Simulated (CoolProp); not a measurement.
A closed Brayton cycle with carbon dioxide: compressor inlet 306.15 K and 9.9 MPa, high pressure 31.4 MPa, turbine inlet 840 K, compressor efficiency 0.8, turbine efficiency 0.9, recuperator effectiveness 0.9 (on enthalpy, no pinch check). Each further row changes one setting.

Computed with CoolProp (reference Helmholtz-energy equation of state, Span 1996).

```json
[
 {"case": "as stated", "thermal efficiency (%)": "…", "net work (kJ/kg)": "119", "compressor to turbine work": "0.22", "compressor exit (K)": "336.9", "turbine exit (K)": "700.3"},
 {"case": "turbine inlet 790 K", "thermal efficiency (%)": "35.7", "net work (kJ/kg)": "109", "compressor to turbine work": "0.24", "compressor exit (K)": "336.9", "turbine exit (K)": "…"},
 {"case": "compressor inlet 316.15 K", "thermal efficiency (%)": "35.8", "net work (kJ/kg)": "…", "compressor to turbine work": "…", "compressor exit (K)": "…", "turbine exit (K)": "700.3"},
 {"case": "high pressure 26.7 MPa", "thermal efficiency (%)": "…", "net work (kJ/kg)": "…", "compressor to turbine work": "0.20", "compressor exit (K)": "331.4", "turbine exit (K)": "…"},
 {"case": "recuperator effectiveness 0.5", "thermal efficiency (%)": "23.7", "net work (kJ/kg)": "119", "compressor to turbine work": "0.22", "compressor exit (K)": "336.9", "turbine exit (K)": "700.3"}
]
```

Problem. Some entries are withheld; supply them.

Solution. 
- as stated, thermal efficiency (%): 37.3
- turbine inlet 790 K, turbine exit (K): 655.2
- compressor inlet 316.15 K, net work (kJ/kg): 112
- compressor inlet 316.15 K, compressor to turbine work: 0.27
- compressor inlet 316.15 K, compressor exit (K): 367.1
- high pressure 26.7 MPa, thermal efficiency (%): 36.0
- high pressure 26.7 MPa, net work (kJ/kg): 106
- high pressure 26.7 MPa, turbine exit (K): 719.3
